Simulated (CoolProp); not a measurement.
Vapour-liquid equilibrium of diethyl ether (1) + acetone (2) at 348.3 K; x and y are mole fractions of (1).

Values from CoolProp's multi-fluid Helmholtz-energy mixture model, Thol 2014 and Lemmon 2006; pair parameters Bell 2016.

| x | bubble pressure, mixture model (MPa) | bubble pressure, Raoult's law (MPa) | y, mixture model | y, Raoult's law |
|---|---|---|---|---|
| 0.05 | 0.2021 | 0.1951 | 0.116 | 0.091 |
| 0.15 | 0.2318 | 0.2118 | 0.300 | 0.251 |
| 0.25 | 0.2589 | 0.2286 | 0.436 | 0.387 |
| 0.35 | 0.2825 | 0.2454 | 0.540 | 0.505 |
| 0.45 | 0.3024 | 0.2621 | 0.621 | 0.608 |
| 0.55 | 0.3188 | 0.2789 | 0.689 | 0.699 |
| 0.65 | 0.3321 | 0.2957 | 0.750 | 0.779 |
| 0.75 | 0.3426 | 0.3124 | 0.810 | 0.851 |
| 0.85 | 0.3503 | 0.3292 | 0.874 | 0.915 |
| 0.95 | 0.3543 | 0.3460 | 0.952 | 0.973 |

The largest gap from Raoult's law is +15.4 % in bubble pressure, at x = 0.45. No azeotrope shows between x = 0.05 and 0.95.

The pair parameters rest on a limited set of measurements; away from them the model extrapolates.
